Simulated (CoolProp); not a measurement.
Vapour-liquid equilibrium of CH2F2 (R32) (1) + R142b (2) at -48.55 °C; x and y are mole fractions of (1).

Computed with CoolProp (multi-fluid Helmholtz-energy mixture model, Tillner-Roth 1997 and Lemmon 2006; pair parameters Bell 2016).

```json
[
 {"x": "0.05", "bubble pressure (MPa)": "0.02203", "y at the bubble point": "0.364", "dew pressure at overall composition x (MPa)": "0.01538", "liquid density (mol/L)": "13.03"},
 {"x": "0.15", "bubble pressure (MPa)": "0.03685", "y at the bubble point": "0.656", "dew pressure at overall composition x (MPa)": "0.01702", "liquid density (mol/L)": "13.68"},
 {"x": "0.25", "bubble pressure (MPa)": "0.05090", "y at the bubble point": "0.777", "dew pressure at overall composition x (MPa)": "0.01905", "liquid density (mol/L)": "14.39"},
 {"x": "0.35", "bubble pressure (MPa)": "0.06346", "y at the bubble point": "0.840", "dew pressure at overall composition x (MPa)": "0.02162", "liquid density (mol/L)": "15.17"},
 {"x": "0.45", "bubble pressure (MPa)": "0.07428", "y at the bubble point": "0.880", "dew pressure at overall composition x (MPa)": "0.02501", "liquid density (mol/L)": "16.03"},
 {"x": "0.55", "bubble pressure (MPa)": "0.08352", "y at the bubble point": "0.907", "dew pressure at overall composition x (MPa)": "0.02964", "liquid density (mol/L)": "16.98"},
 {"x": "0.65", "bubble pressure (MPa)": "0.09156", "y at the bubble point": "0.928", "dew pressure at overall composition x (MPa)": "0.03637", "liquid density (mol/L)": "18.06"},
 {"x": "0.75", "bubble pressure (MPa)": "0.09894", "y at the bubble point": "0.946", "dew pressure at overall composition x (MPa)": "0.04699", "liquid density (mol/L)": "19.27"},
 {"x": "0.85", "bubble pressure (MPa)": "0.1063", "y at the bubble point": "0.965", "dew pressure at overall composition x (MPa)": "0.06585", "liquid density (mol/L)": "20.65"},
 {"x": "0.95", "bubble pressure (MPa)": "0.1141", "y at the bubble point": "0.987", "dew pressure at overall composition x (MPa)": "0.1005", "liquid density (mol/L)": "22.25"}
]
```

No azeotrope shows between x = 0.05 and 0.95.

The pair parameters rest on a limited set of measurements; away from them the model extrapolates.
